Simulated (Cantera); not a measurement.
Input (Python, Cantera):

```python
import numpy as np
import cantera as ct

gas = ct.Solution("gri30.yaml")
gas.TPX = 550, 370000, {'CH4': 1, 'C2H6': 0.19, 'C3H8': 0.95, 'O2': 10.6, 'N2': 59.3}
inlet = ct.Reservoir(gas, clone=True)
gas.equilibrate("HP")  # start burning
reactor = ct.IdealGasConstPressureReactor(gas, energy="on", clone=False)
exhaust = ct.Reservoir(gas, clone=True)
tau = [0.33, 0.13, 0.051, 0.02, 0.0078, 0.0031, 0.0012, 0.00047, 0.00019, 7.3e-05, 2.9e-05, 1.1e-05, 4.4e-06][0]
for a, b in ((inlet, reactor), (reactor, exhaust)):
    ct.MassFlowController(a, b, mdot=lambda t: reactor.mass / tau)
net = ct.ReactorNet([reactor])
show = ['CH4', 'C2H6', 'C3H8', 'C2H', 'NO2']

rows = []
print(f"{'tau/s':>10s}{'T/K':>9s}" + "".join(f"{s:>11s}" for s in show))
for tau in [0.33, 0.13, 0.051, 0.02, 0.0078, 0.0031, 0.0012, 0.00047, 0.00019, 7.3e-05, 2.9e-05, 1.1e-05, 4.4e-06]:
    net.initial_time = 0.0
    net.advance(30 * tau)
    before = gas.X
    net.advance(40 * tau)
    drift = np.max(np.abs(gas.X - before) / (gas.X + 1e-9))
    rows.append([gas.T, *gas[show].X, drift])
    print(f"{tau:10.3e}{gas.T:9.1f}" + "".join(f"{x:11.3e}" for x in gas[show].X))
```

It prints:

```
     tau/s      T/K        CH4       C2H6       C3H8        C2H        NO2
 3.300e-01   1714.8  1.139e-06  4.021e-08  1.841e-07  2.952e-10  4.721e-08
 1.300e-01   1713.6  2.095e-06  8.125e-08  3.888e-07  5.889e-10  4.883e-08
 5.100e-02   1711.5  3.800e-06  1.596e-07  7.929e-07  1.121e-09  5.325e-08
 2.000e-02   1708.0  6.891e-06  3.069e-07  1.564e-06  2.031e-09  5.453e-08
 7.800e-03   1701.8  1.266e-05  5.846e-07  3.012e-06  3.506e-09  4.841e-08
 3.100e-03   1691.0  2.350e-05  1.099e-06  5.628e-06  5.654e-09  3.763e-08
 1.200e-03   1671.2  4.659e-05  2.158e-06  1.079e-05  8.615e-09  2.718e-08
 4.700e-04   1634.8  1.029e-04  4.613e-06  2.211e-05  1.194e-08  1.907e-08
 1.900e-04   1539.1  3.972e-04  1.674e-05  7.324e-05  1.260e-08  9.521e-09
 7.300e-05    550.0  1.388e-02  2.637e-03  1.319e-02 -8.608e-43 -3.090e-20
 2.900e-05    550.0  1.388e-02  2.637e-03  1.319e-02 -6.521e-52  8.749e-25
 1.100e-05    550.0  1.388e-02  2.637e-03  1.319e-02  2.108e-53  5.527e-26
 4.400e-06    550.0  1.388e-02  2.637e-03  1.319e-02  5.462e-55  3.491e-27
```

Computed with Cantera and GRI-Mech 3.0 (53 species, 325 reactions). GRI-Mech 3.0 was tuned for natural gas; its chemistry of propane as a main component is partial and can be far from experiment.
